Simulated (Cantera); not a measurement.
A perfectly stirred reactor is fed with 3.36 % CH4, 4.03 % C2H6, 0.907 % C3H8, 18.1 % O2, 68.2 % N2, 5.38 % CO2, at 16.0 bar; it is adiabatic with a 550 K inlet, and is followed from long to short residence time, starting on the burning branch (τ in s: 0.044, 0.021, 0.01, 0.005, 0.0024, 0.0012, 0.00058, 0.00028, 0.00014, 6.6e-05, 3.2e-05).

Computed with Cantera and GRI-Mech 3.0 (53 species, 325 reactions). The pressure lies above the range GRI-Mech 3.0 was tuned for (to about 10 atm).

Problem. Predict: blow-out, bracketed by the residence times tried; x(CH4) at τ = 44.0 ms; x(C2H6) at τ = 44.0 ms; x(C3H8) at τ = 44.0 ms; x(CO2) at τ = 44.0 ms; x(CH2) at τ = 44.0 ms; x(CH4) at τ = 1.20 ms; x(C2H6) at τ = 1.20 ms; x(C3H8) at τ = 1.20 ms; x(CO2) at τ = 1.20 ms; x(CH2) at τ = 1.20 ms.

Solution. 
```
Item                                                                          Result
------------------------------------------------  ----------------------------------
blow-out, bracketed by the residence times tried  burning at 66.0 µs, out at 32.0 µs
x(CH4) at τ = 44.0 ms                                                       0.000269
x(C2H6) at τ = 44.0 ms                                                       3.12e-7
x(C3H8) at τ = 44.0 ms                                                       4.19e-8
x(CO2) at τ = 44.0 ms                                                         0.0839
x(CH2) at τ = 44.0 ms                                                        1.27e-7
x(CH4) at τ = 1.20 ms                                                        0.00207
x(C2H6) at τ = 1.20 ms                                                       1.37e-5
x(C3H8) at τ = 1.20 ms                                                       1.38e-6
x(CO2) at τ = 1.20 ms                                                         0.0869
x(CH2) at τ = 1.20 ms                                                        2.74e-6
```
